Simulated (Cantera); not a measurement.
A perfectly stirred reactor is fed with 10.4 % CH₄, 18.8 % O₂, 70.8 % N₂, equivalence ratio 1.1, at 23000 Pa; it is adiabatic with a 725 K inlet, and is followed from long to short residence time, starting on the burning branch (τ in s: 0.091, 0.033, 0.012, 0.0045, 0.0017, 0.00061, 0.00022, 8.2e-05, 3e-05).

Cantera simulation using GRI-Mech 3.0 (53 species, 325 reactions); the numbers are that mechanism's predictions, not measurements.

Question: Predict: blow-out, bracketed by the residence times tried; x(CH₄) at τ = 91.0 ms; x(O₂) at τ = 91.0 ms; x(CH₃) at τ = 91.0 ms; x(CH₄) at τ = 1.70 ms; x(O₂) at τ = 1.70 ms; x(C₂H₂) at τ = 1.70 ms; x(CH₃) at τ = 1.70 ms.

Answer: 
```json
{
  "blow_out_bracketed_by_the_residence_times_tried": "burning at 0.220 ms, out at 82.0 µs",
  "x(CH₄) at τ = 91.0 ms": "4.55e-6",
  "x(O₂) at τ = 91.0 ms": "0.00688",
  "x(CH₃) at τ = 91.0 ms": "3.09e-6",
  "x(CH₄) at τ = 1.70 ms": "0.000126",
  "x(O₂) at τ = 1.70 ms": "0.0159",
  "x(C₂H₂) at τ = 1.70 ms": "9.58e-8",
  "x(CH₃) at τ = 1.70 ms": "6.20e-5"
}
```
